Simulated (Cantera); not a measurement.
Cantera run:

```python
import numpy as np
import cantera as ct

gas_names = """
    C CH CH2 CH3 CH2OH CH3O CH4 CH3OH CO CO2 COOH C2 C2H CHCO,ketyl C2H2,acetylene C2H2,vinylidene
    CH2CO,ketene C2H3,vinyl CH3CO,acetyl C2H4 C2H4O,ethylen CH3CHO,ethanal CH3COOH (HCOOH)2 C2H5 C2H6
    CH3OCH3 C2H5OH C2O C3 C3H3,propargyl C3H4,allene C3H4,propyne C3H4,cyclo- C3H5,allyl C3H6,propylene
    C3H6,cyclo- C3H6O C3H7,n-propyl C3H7,i-propyl C3H8 C3H8O,1propanol C3H8O,2propanol C3O2 C4 C4H2
    C4H4,1,3-cyclo- C4H6,butadiene C4H6,2-butyne C4H6,cyclo- C4H8,1-butene C4H8,cis2-buten
    C4H8,tr2-butene C4H8,isobutene C4H8,cyclo- (CH3COOH)2 C4H9,n-butyl C4H9,i-butyl C4H9,s-butyl
    C4H9,t-butyl C4H10,isobutane C4H10,n-butane C5 C5H6,1,3cyclo- C5H8,cyclo- C5H10,1-pentene
    C5H10,cyclo- C5H11,pentyl C5H11,t-pentyl C5H12,n-pentane C5H12,i-pentane CH3C(CH3)2CH3 C6H2
    C6H5,phenyl C6H5O,phenoxy C6H6 C6H5OH,phenol C6H10,cyclo- C6H12,1-hexene C6H12,cyclo- C6H13,n-hexyl
    C7H7,benzyl C7H8 C7H8O,cresol C7H14,1-heptene C7H15,n-heptyl C7H16,n-heptane C8H8,styrene
    C8H10,ethylbenz C8H16,1-octene C8H17,n-octyl C8H18,isooctane C8H18,n-octane C9H19,n-nonyl
    C10H8,naphthale C10H21,n-decyl C12H9,o-bipheny C12H10,bipheny H HCO HO2 H2 HCHO,formaldehy HCOOH H2O
    H2O2 O OH O2 O3
""".split()
cond_names = """
    C(gr) C6H6(L) C7H8(L) C8H18(L),n-octa H2O(s) H2O(L)
""".split()


def load(file, names, dense=False):
    # The tables refer to 1 bar. Condensed volumes are neglected.
    table = {s.name: s for s in ct.Species.list_from_file(file)}
    out = []
    for n in names:
        d = dict(table[n].input_data)
        d["thermo"] = dict(d["thermo"], **{"reference-pressure": 1e5})
        if dense:
            d["equation-of-state"] = {"model": "constant-volume", "density": "1e6 g/cm^3"}
        out.append(ct.Species.from_dict(d))
    return out


gas = ct.Solution(thermo="ideal-gas", species=load("nasa_gas.yaml", gas_names))
cond = {s.name: ct.Solution(thermo="fixed-stoichiometry", species=[s], name=s.name)
        for s in load("nasa_condensed.yaml", cond_names, dense=True)}
atoms = {
    'CO': {'C': 1, 'O': 1},
    'O2': {'O': 2},
    'H2': {'H': 2},
}
top_T = {'C(gr)': 4500}  # K; cautious upper limits of use, not melting points


def equilibrate(T, P, feed):
    n = {}
    for name, mol in feed.items():
        for a, k in atoms[name].items():
            n[a] = n.get(a, 0.0) + k * mol
    gas.TPX = T, P, n
    mass = sum(n.values()) * gas.mean_molecular_weight
    gas.equilibrate("TP")
    valid = [c for c in cond.values() if c.min_temp <= T <= top_T.get(c.name, c.max_temp)]
    mix = ct.Mixture([(gas, mass / gas.mean_molecular_weight)] + [(c, 0.0) for c in valid])
    mix.T, mix.P = T, P
    mix.equilibrate("TP", solver="vcs", rtol=1e-11, max_steps=5000)
    return mix


results = []
feed = {'CO': 1, 'O2': 0.02, 'H2': 3.6}  # mol
T = 2998.15  # K
P = 3500000  # Pa
mix = equilibrate(T, P, feed)
results.append((T, P, feed, dict(zip(mix.species_names, mix.species_moles))))
x = sorted(zip(gas.X, gas.species_names), reverse=True)
print(f"T = {T:g} K  P = {P:g} Pa  gas = {mix.phase_moles(0):.4g} mol")
print("   x: " + "  ".join(f"{s} {v:.3e}" for v, s in x if v > 1e-06))
print("   condensed (mol): " + ("  ".join(f"{mix.phase(i).name} {mix.phase_moles(i):.4g}"
      for i in range(1, mix.n_phases) if mix.phase_moles(i) > 1e-12) or "none"))
```

Result:

```
T = 2998.15 K  P = 3.5e+06 Pa  gas = 4.654 mol
   x: H2 7.538e-01  CO 2.145e-01  H 2.304e-02  H2O 8.213e-03  CO2 3.158e-04  OH 8.326e-05  HCO 1.339e-05  CH4 9.448e-06  CH3 4.577e-06  HCHO,formaldehy 2.307e-06  C2H2,acetylene 1.723e-06  O 1.560e-06
   condensed (mol): none
```

Equilibrium computed with Cantera from the NASA thermochemical tables; the gas is ideal and each condensed phase is pure. The ideal-gas law is rough above about 30 bar.
